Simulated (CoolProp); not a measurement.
100 sccm (0 °C, 1 atm) of nitrogen bubbles through liquid n-hexane at 290.4 K and leaves saturated at a total pressure of 0.0857 MPa (ideal gas phase). Each further row changes one setting.

Model: reference Helmholtz-energy equation of state, Thol 2019, in CoolProp.

```csv
case,vapour pressure (kPa),mole fraction of vapour,delivery (mg/min),delivery (sccm),change of delivery for a bath 1 K warmer (%)
as stated,14.2,[?],[?],19.9,5.7
bath temperature 295.4 K,[?],[?],101,26.3,5.8
total pressure 0.171 MPa,14.2,0.0833,34.9,[?],[?]
```

### Question
Fill in the missing entries.

### Answer

- as stated, mole fraction of vapour: 0.166
- as stated, delivery (mg/min): 76.7
- bath temperature 295.4 K, vapour pressure (kPa): 17.9
- bath temperature 295.4 K, mole fraction of vapour: 0.209
- total pressure 0.171 MPa, delivery (sccm): 9.09
- total pressure 0.171 MPa, change of delivery for a bath 1 K warmer (%): 5.2
